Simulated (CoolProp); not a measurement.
R1336mzz(E) at 323.81 K and 0.277 MPa is throttled through a valve to 0.0914 MPa with no heat exchange. Each further row changes one setting.

Computed with CoolProp (reference Helmholtz-energy equation of state, Akasaka 2023).

| case | temperature change (K) | final density (kg/m³) |
|---|---|---|
| as stated | … | 5.80 |
| outlet pressure 0.0274 MPa | … | … |
| outlet pressure 0.119 MPa | -3.3 | … |

What belongs in the gaps?


- as stated, temperature change (K): -3.9
- outlet pressure 0.0274 MPa, temperature change (K): -5.2
- outlet pressure 0.0274 MPa, final density (kg/m³): 1.71
- outlet pressure 0.119 MPa, final density (kg/m³): 7.60
